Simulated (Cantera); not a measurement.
**Thermodynamics of calcination and drying, feed Na2SO4 + H2O + O2**

A closed system holds: 1 mol Na2SO4, 0.37 mol H2O, 0.061 mol O2, held at 0.000640 bar.

Method: chemical equilibrium by Gibbs-energy minimisation in Cantera with the NASA 1993 tables (ideal gas, pure condensed phases). Candidate condensed phases: H2O, H2SO4, Na, NaOH, NaO2, Na2O, Na2O2, Na2S, Na2SO4, S; 27 gas species. The numbers say what is thermodynamically allowed, not how fast it happens.

| T (°C) | log p H2O | log p Na | log p SO2 | log p O2 | log p NaOH | log p Na2SO4 | n Na2SO4(s) | n Na2SO4(l) |
|---|---|---|---|---|---|---|---|---|
| 802 | -3.26 | -10.55 | -8.10 | -4.04 | -7.80 | -8.40 | 1.000 | 0 |
| 852 | -3.26 | -9.52 | -7.46 | -4.04 | -7.16 | -7.73 | 1.000 | 0 |
| 902 | -3.26 | -8.58 | -6.88 | -4.04 | -6.58 | -7.14 | 0 | 1.000 |
| 952 | -3.26 | -7.74 | -6.35 | -4.04 | -6.06 | -6.62 | 0 | 1.000 |
| 1002 | -3.26 | -6.96 | -5.87 | -4.04 | -5.59 | -6.15 | 0 | 0.999 |
| 1052 | -3.27 | -6.25 | -5.42 | -4.04 | -5.15 | -5.72 | 0 | 0.996 |
| 1102 | -3.29 | -5.59 | -5.00 | -4.04 | -4.76 | -5.33 | 0 | 0.990 |
| 1152 | -3.34 | -4.99 | -4.61 | -4.03 | -4.41 | -4.97 | 0 | 0.973 |
| 1202 | -3.46 | -4.43 | -4.26 | -4.00 | -4.13 | -4.63 | 0 | 0.924 |
| 1252 | -3.85 | -3.91 | -3.96 | -3.93 | -4.00 | -4.32 | 0 | 0.694 |
| 1302 | -4.48 | -3.64 | -3.84 | -3.85 | -4.22 | -4.57 | 0 | 0 |
| 1352 | -4.47 | -3.59 | -3.82 | -3.83 | -4.34 | -5.40 | 0 | 0 |
| 1402 | -4.42 | -3.58 | -3.82 | -3.82 | -4.47 | -6.26 | 0 | 0 |
| 1452 | -4.38 | -3.57 | -3.83 | -3.82 | -4.60 | -7.08 | 0 | 0 |
log p: log10 of the partial pressure in bar; n: condensed amount in mol.

From 802 °C to 852 °C the condensed part is Na2SO4(s). From 902 °C to 1252 °C the condensed part is Na2SO4(l). From 1302 °C to 1452 °C nothing is condensed. The main Na-bearing gas is NaOH at 802 °C and Na at 1452 °C.
